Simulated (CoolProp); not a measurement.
Computed with CoolProp (reference Helmholtz-energy equation of state, Span 2003). It is a short technical equation, of lower accuracy than the large ones.

For n-heptane, give the phase and the Joule-Thomson coefficient (K/MPa), viscosity (µPa s), conductivity (mW/(m K)) at 326.85 °C and 2080 kPa; 326.85 °C and 2380 kPa; 326.85 °C and 3570 kPa.


- 326.85 °C and 2080 kPa: gas; Joule-Thomson coefficient 7.58, viscosity 14.0, conductivity 52.6
- 326.85 °C and 2380 kPa: gas; Joule-Thomson coefficient 7.96, viscosity 14.7, conductivity 53.6
- 326.85 °C and 3570 kPa: supercritical; Joule-Thomson coefficient 9.30, viscosity 19.2, conductivity 58.0

Viscosity comes from a separate model (Michailidou 2014). Thermal conductivity comes from a separate model (Assael 2013).
